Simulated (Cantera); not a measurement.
Equilibrium for roasting and sulfation: FeS + O2 + N2 + SO3

Charge: 1 mol FeS, 1 mol O2, 4 mol N2, a varied amount of SO3, at 500 °C and 1 atm.

Equilibrium computed with Cantera from the NASA thermochemical tables; the gas is ideal and each condensed phase is pure. Candidate condensed phases: Fe, FeO, FeS, FeSO4, FeS2, Fe2O3, Fe2(SO4)3, Fe3O4, S; 19 gas species. Gases not in the tables: S3 to S7. Rates play no part.

```json
[
 {"n(SO3) (mol)": "0.15", "x N2": "0.850", "x SO2": "0.150", "x SO3": "1.25e-9", "x S2": "0.000294", "x S2O": "5.83e-5", "x O2": "<1e-12", "x SO": "4.53e-8", "n FeS2(s)": "0.221", "n Fe3O4(s)": "0.260", "n Fe2O3(s)": "0", "n FeSO4(s)": "0", "n Fe2(SO4)3(s)": "0"},
 {"n(SO3) (mol)": "0.46", "x N2": "0.779", "x SO2": "0.220", "x SO3": "2.13e-9", "x S2": "0.000356", "x S2O": "8.17e-5", "x O2": "<1e-12", "x SO": "5.77e-8", "n FeS2(s)": "0.162", "n Fe3O4(s)": "0.279", "n Fe2O3(s)": "0", "n FeSO4(s)": "0", "n Fe2(SO4)3(s)": "0"},
 {"n(SO3) (mol)": "0.77", "x N2": "0.719", "x SO2": "0.280", "x SO3": "2.96e-9", "x S2": "0.000401", "x S2O": "0.000101", "x O2": "<1e-12", "x SO": "6.70e-8", "n FeS2(s)": "0.104", "n Fe3O4(s)": "0.299", "n Fe2O3(s)": "0", "n FeSO4(s)": "0", "n Fe2(SO4)3(s)": "0"},
 {"n(SO3) (mol)": "1.1", "x N2": "0.665", "x SO2": "0.334", "x SO3": "3.78e-9", "x S2": "0.000439", "x S2O": "0.000118", "x O2": "<1e-12", "x SO": "7.48e-8", "n FeS2(s)": "0.0414", "n Fe3O4(s)": "0.320", "n Fe2O3(s)": "0", "n FeSO4(s)": "0", "n Fe2(SO4)3(s)": "0"},
 {"n(SO3) (mol)": "1.4", "x N2": "0.625", "x SO2": "0.375", "x SO3": "2.32e-8", "x S2": "6.12e-7", "x S2O": "9.01e-7", "x O2": "<1e-12", "x SO": "1.53e-8", "n FeS2(s)": "0", "n Fe3O4(s)": "0.200", "n Fe2O3(s)": "0.200", "n FeSO4(s)": "0", "n Fe2(SO4)3(s)": "0"},
 {"n(SO3) (mol)": "1.7", "x N2": "0.635", "x SO2": "0.365", "x SO3": "3.54e-5", "x S2": "<1e-12", "x S2O": "<1e-12", "x O2": "2.77e-12", "x SO": "9.53e-12", "n FeS2(s)": "0", "n Fe3O4(s)": "0", "n Fe2O3(s)": "0.300", "n FeSO4(s)": "0.400", "n Fe2(SO4)3(s)": "0"},
 {"n(SO3) (mol)": "2", "x N2": "0.667", "x SO2": "0.333", "x SO3": "3.87e-5", "x S2": "<1e-12", "x S2O": "<1e-12", "x O2": "3.99e-12", "x SO": "7.26e-12", "n FeS2(s)": "0", "n Fe3O4(s)": "0", "n Fe2O3(s)": "0.000232", "n FeSO4(s)": "1.000", "n Fe2(SO4)3(s)": "0"},
 {"n(SO3) (mol)": "2.3", "x N2": "0.650", "x SO2": "0.349", "x SO3": "0.00150", "x S2": "<1e-12", "x S2O": "<1e-12", "x O2": "5.46e-9", "x SO": "<1e-12", "n FeS2(s)": "0", "n Fe3O4(s)": "0", "n Fe2O3(s)": "0", "n FeSO4(s)": "0.709", "n Fe2(SO4)3(s)": "0.145"},
 {"n(SO3) (mol)": "2.6", "x N2": "0.634", "x SO2": "0.364", "x SO3": "0.00153", "x S2": "<1e-12", "x S2O": "<1e-12", "x O2": "5.23e-9", "x SO": "<1e-12", "n FeS2(s)": "0", "n Fe3O4(s)": "0", "n Fe2O3(s)": "0", "n FeSO4(s)": "0.410", "n Fe2(SO4)3(s)": "0.295"},
 {"n(SO3) (mol)": "2.9", "x N2": "0.620", "x SO2": "0.379", "x SO3": "0.00156", "x S2": "<1e-12", "x S2O": "<1e-12", "x O2": "5.02e-9", "x SO": "<1e-12", "n FeS2(s)": "0", "n Fe3O4(s)": "0", "n Fe2O3(s)": "0", "n FeSO4(s)": "0.110", "n Fe2(SO4)3(s)": "0.445"},
 {"n(SO3) (mol)": "3.2", "x N2": "0.597", "x SO2": "0.373", "x SO3": "0.0298", "x S2": "<1e-12", "x S2O": "<1e-12", "x O2": "1.89e-6", "x SO": "<1e-12", "n FeS2(s)": "0", "n Fe3O4(s)": "0", "n Fe2O3(s)": "0", "n FeSO4(s)": "0", "n Fe2(SO4)3(s)": "0.500"},
 {"n(SO3) (mol)": "3.5", "x N2": "0.571", "x SO2": "0.357", "x SO3": "0.0714", "x S2": "<1e-12", "x S2O": "<1e-12", "x O2": "1.18e-5", "x SO": "<1e-12", "n FeS2(s)": "0", "n Fe3O4(s)": "0", "n Fe2O3(s)": "0", "n FeSO4(s)": "0", "n Fe2(SO4)3(s)": "0.500"},
 {"n(SO3) (mol)": "3.8", "x N2": "0.548", "x SO2": "0.343", "x SO3": "0.110", "x S2": "<1e-12", "x S2O": "<1e-12", "x O2": "3.02e-5", "x SO": "<1e-12", "n FeS2(s)": "0", "n Fe3O4(s)": "0", "n Fe2O3(s)": "0", "n FeSO4(s)": "0", "n Fe2(SO4)3(s)": "0.500"}
]
```
x: gas mole fraction; n: condensed amount in mol.

From 0.15 mol SO3 to 1.1 mol SO3 the condensed part is FeS2(s) + Fe3O4(s). At 1.4 mol SO3 the condensed part is Fe2O3(s) + Fe3O4(s). From 1.7 mol SO3 to 2 mol SO3 the condensed part is FeSO4(s) + Fe2O3(s). From 2.3 mol SO3 to 2.9 mol SO3 the condensed part is FeSO4(s) + Fe2(SO4)3(s). From 3.2 mol SO3 to 3.8 mol SO3 the condensed part is Fe2(SO4)3(s).
